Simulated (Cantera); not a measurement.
Feed: 1 mol Ti, 6.2 mol H2, equilibrated at 2073.15 K and 41.0 Pa.

These are equilibrium values from Cantera (NASA tables, ideal gas, pure condensed phases), not measurements of a reactor. Candidate condensed phases: Ti; 3 gas species. Rates play no part.

Base state: H2 0.821, H 0.118, Ti 0.0612 (mole fractions); condensed: Ti(l).

Q: What changes in the equilibrium state with this change: temperature from 2073.15 K to 1223.15 K?

A: 
```tsv
species	before	after
H2	0.821	1.000
H	0.118	1.49e-5
Ti	0.0612	<1e-9
Ti(l), mol	0.568	0
Ti(β), mol	0	1.00
```
